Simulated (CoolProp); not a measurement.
Vapour-liquid equilibrium of ethane (1) + n-butane (2) at 0.0348 MPa; x and y are mole fractions of (1).

Computed with CoolProp (multi-fluid Helmholtz-energy mixture model, Bücker 2006 and Bücker 2006; pair parameters Kunz 2012).

| x | bubble temperature, mixture model (°C) | bubble temperature, Raoult's law (°C) | y, mixture model | y, Raoult's law |
|---|---|---|---|---|
| 0.05 | ? | -51.2 | 0.733 | 0.760 |
| 0.2 | ? | -78.5 | ? | 0.971 |
| 0.35 | ? | -89.1 | 0.991 | 0.991 |
| 0.5 | ? | -95.3 | 0.996 | 0.996 |
| 0.65 | -100.0 | -99.6 | 0.998 | 0.998 |
| 0.8 | ? | -102.9 | 0.999 | 0.999 |
| 0.95 | -105.5 | -105.5 | 1.000 | 1.000 |

Problem. Complete the blanks.

Solution. 
- 0.05, bubble temperature, mixture model (°C): -49.7
- 0.2, bubble temperature, mixture model (°C): -78.4
- 0.2, y, mixture model: 0.970
- 0.35, bubble temperature, mixture model (°C): -89.5
- 0.5, bubble temperature, mixture model (°C): -95.8
- 0.8, bubble temperature, mixture model (°C): -103.0

The largest gap from Raoult's law is +1.5 K in bubble temperature, at x = 0.05. No azeotrope shows between x = 0.05 and 0.95.

The pair parameters rest on a limited set of measurements; away from them the model extrapolates. The gap from Raoult's law changes sign with composition, which may be real or a fault of the pair parameters; it wasn't checked against measurements.
